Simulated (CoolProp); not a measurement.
Hexamethyldisiloxane (MM) along the isobar 2.29 MPa: fugacity coefficient from the reference equation and from simpler models built on Tc = 518.7 K, pc = 1.931 MPa, ω = 0.418; each cubic takes its own stable root.

Model: reference Helmholtz-energy equation of state, Thol 2016, in CoolProp.

```
T (K)          phase  reference  Redlich-Kwong  Soave-Redlich-Kwong
-----  -------------  ---------  -------------  -------------------
335.4         liquid    0.01457              …              0.01472
352.8         liquid    0.02651        0.06508              0.02690
370.1         liquid    0.04462              …              0.04552
387.5         liquid    0.07066         0.1317                    …
404.8         liquid     0.1057         0.1759               0.1090
422.2         liquid     0.1510         0.2272               0.1566
439.5         liquid     0.2065              …                    …
456.9         liquid     0.2727         0.3473               0.2847
474.2         liquid     0.3478         0.4136               0.3635
491.6         liquid     0.4311              …               0.4497
508.9         liquid     0.5185         0.5499                    …
526.3  supercritical     0.6050         0.6136                    …
543.6  supercritical     0.6631         0.6621               0.6783
561    supercritical     0.7035         0.6965               0.7191
```

Problem. Fill in the missing entries.

Solution. 
- 335.4, Redlich-Kwong: 0.04226
- 370.1, Redlich-Kwong: 0.09466
- 387.5, Soave-Redlich-Kwong: 0.07250
- 439.5, Redlich-Kwong: 0.2845
- 439.5, Soave-Redlich-Kwong: 0.2151
- 491.6, Redlich-Kwong: 0.4821
- 508.9, Soave-Redlich-Kwong: 0.5382
- 526.3, Soave-Redlich-Kwong: 0.6215
